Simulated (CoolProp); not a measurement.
Vapour-liquid equilibrium of CH2F2 (R32) (1) + R152A (2) at 0.574 MPa; x and y are mole fractions of (1).

Model: multi-fluid Helmholtz-energy mixture model, Tillner-Roth 1997 and Outcalt 1996; pair parameters Bell 2016, in CoolProp.

```
x      bubble temperature (°C)  y at the bubble point  dew temperature at overall composition x (°C)  liquid density (mol/L)
-----  -----------------------  ---------------------  ---------------------------------------------  ----------------------
0.05                      20.9                  0.116                                           22.5                   13.97
0.125                     17.0                  0.265                                           20.7                   14.42
0.2                       13.5                  0.389                                           18.8                   14.89
0.275                     10.3                  0.494                                           16.8              (withheld)
0.35                       7.4             (withheld)                                           14.7                   15.85
0.425                      4.7                  0.658                                           12.5                   16.35
0.5                        2.3             (withheld)                                           10.1                   16.87
0.575                      0.0             (withheld)                                            7.7                   17.41
0.65                      -2.1                  0.830                                            5.0                   17.97
0.725                     -4.1                  0.874                                            2.2                   18.56
0.8                       -6.0                  0.913                                           -0.8              (withheld)
0.875                     -7.7                  0.949                                           -4.2                   19.81
0.95                      -9.4                  0.980                                           -7.8                   20.49
```

Q: Fill in the missing entries.

A: 
- 0.275, liquid density (mol/L): 15.36
- 0.35, y at the bubble point: 0.582
- 0.5, y at the bubble point: 0.723
- 0.575, y at the bubble point: 0.780
- 0.8, liquid density (mol/L): 19.17

No azeotrope shows between x = 0.05 and 0.95.

The pair parameters rest on a limited set of measurements; away from them the model extrapolates.
